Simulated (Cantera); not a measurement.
Input (Python, Cantera):

```python
import numpy as np
import cantera as ct

gas = ct.Solution("h2o2.yaml")
gas.TPX = 573, 13332, {'H2': 1, 'O2': 0.714, 'N2': 2.69}
flame = ct.FreeFlame(gas, width=0.16)
flame.set_refine_criteria(ratio=3, slope=0.08, curve=0.16)
flame.transport_model = "mixture-averaged"
flame.solve(loglevel=0, auto=True)
z, T = flame.grid, flame.T
thick = (T[-1] - T[0]) / np.gradient(T, z).max()
show = ['H2', 'O2', 'O', 'H2O', 'H', 'H2O2']
print(f"laminar burning velocity  {flame.velocity[0] * 100:.3f} cm/s")
print(f"burnt temperature         {T[-1]:.1f} K")
print(f"thermal thickness         {thick * 1e3:.4f} mm")
print(f"grid points               {len(z)}")
z0 = z[flame.heat_release_rate.argmax()]
print(f"{'z/mm':>9s}{'T/K':>9s}{'u/(m/s)':>9s}" + "".join(f"{s:>11s}" for s in show))
rows = []
for k in (-3, -2, -1.5, -1, -0.5, -0.25, 0, 0.25, 0.5, 1, 2, 4, 8):
    zz = z0 + k * thick
    rows.append([k * thick, np.interp(zz, z, T), np.interp(zz, z, flame.velocity),
                 *(np.interp(zz, z, flame.X[gas.species_index(s)]) for s in show)])
    print(f"{rows[-1][0] * 1e3:9.3f}{rows[-1][1]:9.1f}{rows[-1][2]:9.3f}" + "".join(f"{x:11.3e}" for x in rows[-1][3:]))
```

Result:

```
laminar burning velocity  438.543 cm/s
burnt temperature         2181.9 K
thermal thickness         6.2557 mm
grid points               130
     z/mm      T/K  u/(m/s)         H2         O2          O        H2O          H       H2O2
  -18.767    573.0    4.385  2.271e-01  1.621e-01  3.234e-17  3.730e-15  6.376e-16 -2.736e-16
  -12.511    573.0    4.385  2.271e-01  1.621e-01  2.680e-14  6.867e-13  7.859e-13  7.796e-16
   -9.384    573.0    4.385  2.271e-01  1.621e-01  3.111e-12  4.680e-11  1.403e-10  1.164e-13
   -6.256    573.0    4.385  2.271e-01  1.621e-01  1.707e-09  3.746e-08  1.104e-07  2.189e-10
   -3.128    582.0    4.446  2.250e-01  1.621e-01  7.935e-06  6.002e-04  2.297e-04  9.909e-07
   -1.564    710.0    5.353  2.020e-01  1.588e-01  2.322e-04  1.224e-02  6.197e-03  1.366e-06
    0.000   1071.3    7.841  9.602e-02  1.200e-01  6.806e-03  9.508e-02  4.205e-02  8.809e-07
    1.564   1333.5    9.650  2.850e-02  7.336e-02  1.607e-02  1.743e-01  5.488e-02  1.051e-06
    3.128   1455.1   10.460  2.329e-02  6.632e-02  1.703e-02  1.867e-01  4.697e-02  7.812e-07
    6.256   1589.6   11.326  2.249e-02  6.309e-02  1.578e-02  1.949e-01  3.581e-02  4.581e-07
   12.511   1732.1   12.216  2.043e-02  6.018e-02  1.339e-02  2.046e-01  2.477e-02  2.386e-07
   25.023   1871.2   13.061  1.686e-02  5.764e-02  1.027e-02  2.153e-01  1.520e-02  1.283e-07
   50.046   1995.6   13.796  1.226e-02  5.569e-02  6.974e-03  2.263e-01  8.001e-03  7.754e-08
```

Computed with Cantera and the H2/O2 subset of GRI-Mech 3.0, which has no nitrogen chemistry. Burning velocities carry a grid error of a few per cent, more on coarse grids.
